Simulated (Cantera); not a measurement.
Input: 1 mol HgO, 17 mol H2, 0.015 mol O2, held at 1100 K and 263 Torr.

These are equilibrium values from Cantera (NASA tables, ideal gas, pure condensed phases), not measurements of a reactor. Candidate condensed phases: H2O, Hg, HgO; 10 gas species. The numbers say what is thermodynamically allowed, not how fast it happens.

Base state: H2 0.887, H2O 0.0572, Hg 0.0556 (mole fractions); condensed: gas only.

**Question.** What changes in the equilibrium state with this change: O2 from 0.015 to 2.1 mol?

**Answer.** 
| species | before | after |
|---|---|---|
| H2 | 0.887 | 0.656 |
| H2O | 0.0572 | 0.289 |
| Hg | 0.0556 | 0.0556 |
